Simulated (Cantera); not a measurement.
An adiabatic, constant-pressure homogeneous reactor starts with CH₄ : C₂H₆ : O₂ : N₂ = 1 : 0.087 : 2.09 : 7.88 (molar parts), at 1198 K and 1.00 atm.

Computed with Cantera and GRI-Mech 3.0 (53 species, 325 reactions).

Question: Predict: time of steepest temperature rise; temperature at 0.300 s; equilibrium temperature; x(O₂) at 0.300 s; x(HCO) at 0.300 s; x(H) at 0.300 s.

Answer: 
| Property | Value |
|---|---|
| time of steepest temperature rise | 7.27 ms |
| temperature at 0.300 s | 2641 K |
| equilibrium temperature | 2641 K |
| x(O₂) at 0.300 s | 0.00861 (gas-phase equilibrium 0.00861) |
| x(HCO) at 0.300 s | 3.44e-8 (gas-phase equilibrium 3.44e-8) |
| x(H) at 0.300 s | 0.00646 (gas-phase equilibrium 0.00646) |
